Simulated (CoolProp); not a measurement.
A Linde-Hampson liquefier for carbon monoxide: isothermal reversible compression at 280 K from 1 atm to 20 MPa, throttling to 1 atm, return gas leaving the recuperator 2 K below the feed. Each further row changes one setting.

Model: reference Helmholtz-energy equation of state, Lemmon 2006, in CoolProp. It is a short technical equation, of lower accuracy than the large ones.

| case | liquid yield per pass | compression work (kJ/kg of gas) |
|---|---|---|
| as stated | ___ | 436 |
| high pressure 40 MPa | ___ | ___ |
| warm-end temperature 310 K | ___ | ___ |
| warm-end gap 7 K | ___ | 436 |

Question: What belongs in the gaps?

Answer: 
- as stated, liquid yield per pass: 0.099
- high pressure 40 MPa, liquid yield per pass: 0.124
- high pressure 40 MPa, compression work (kJ/kg of gas): 500
- warm-end temperature 310 K, liquid yield per pass: 0.072
- warm-end temperature 310 K, compression work (kJ/kg of gas): 487
- warm-end gap 7 K, liquid yield per pass: 0.088
